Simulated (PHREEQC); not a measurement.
Dissolve 0.032 mol/kgw (NH4)2SO4 at 25 °C. Closed to the air; pH follows from the charge balance.

Computed with PHREEQC (ion-association model, phreeqc.dat).

Precipitation was switched off in this run.

Task: Predict the pH, ionic strength, density.

Result: pH 5.50; ionic strength 0.0820 mol/kgw; density 1.000 g/cm³.

Task: In which forms is N present?

Result: NH4+ 89 %, NH4SO4- 11 % of the N.

Complexes and solids missing from the database can't appear.
